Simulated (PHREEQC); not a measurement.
## Buffer (model solution)

Consider water at 25 °C with 0.23 mol KH2PO4 and 6.5e-05 mol Na2CO3 per kg of water. Closed to the air; pH follows from the charge balance.

Equilibrium calculation in PHREEQC: ion-association model, phreeqc.dat.

Each row changes one thing in this solution. Precipitation was switched off in this run.

| case | pH | ionic strength (mol/kgw) | HPO4-2 (mol/kgw) | H3PO4 (mol/kgw) | KHPO4- (mol/kgw) |
|---|---|---|---|---|---|
| as made | 4.42 | 0.231 | 0.000961 | 0.000900 | 0.000116 |
| temperature from 25 to 90 °C | 4.44 | 0.232 | 0.00155 | 0.00153 | 0.000157 |
| diluted 100-fold with water | 4.98 | 0.00233 | 1.57e-5 | 3.37e-6 | 5.69e-8 |
| Na2CO3 left out | 4.39 | 0.231 | 0.000902 | 0.000959 | 0.000109 |
| Na2CO3 replaced by (NH4)2CO3 at the same molality | 4.42 | 0.231 | 0.000961 | 0.000900 | 0.000116 |

At this temperature some constants are extrapolated from 25 °C, and those without enthalpy data are left unchanged.
